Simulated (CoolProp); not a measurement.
A simple Rankine cycle with R21: condensing at 333.15 K, boiler at 2.18 MPa, turbine inlet 400.8 K, turbine efficiency 0.8, pump efficiency 0.6, no recuperator. Each further row changes one setting.

The numbers come from the reference Helmholtz-energy equation of state, Platzer 1990 in CoolProp. This equation is an older, rougher fit; its heat capacities, sound speeds and derivatives of the liquid may be far off and weren't checked against measurements.

```json
[
 {"case": "as stated", "thermal efficiency (%)": "10.8", "net work (kJ/kg)": "24.6", "heat in (kJ/kg)": "229", "turbine exit temperature (K)": "333.2", "volume ratio over the turbine": "4.21"},
 {"case": "turbine inlet 420.8 K", "thermal efficiency (%)": "11.1", "net work (kJ/kg)": "27.5", "heat in (kJ/kg)": "248", "turbine exit temperature (K)": "350.5", "volume ratio over the turbine": "4.06"},
 {"case": "condensing temperature 325.15 K", "thermal efficiency (%)": "12.0", "net work (kJ/kg)": "28.5", "heat in (kJ/kg)": "237", "turbine exit temperature (K)": "325.2", "volume ratio over the turbine": "5.17"},
 {"case": "boiler pressure 1.53 MPa", "thermal efficiency (%)": "8.7", "net work (kJ/kg)": "21.0", "heat in (kJ/kg)": "241", "turbine exit temperature (K)": "350.2", "volume ratio over the turbine": "2.83"},
 {"case": "turbine efficiency 0.7", "thermal efficiency (%)": "9.3", "net work (kJ/kg)": "21.3", "heat in (kJ/kg)": "229", "turbine exit temperature (K)": "333.2", "volume ratio over the turbine": "4.27"}
]
```

The expansion ends wet for: as stated; condensing temperature 325.15 K; turbine efficiency 0.7.
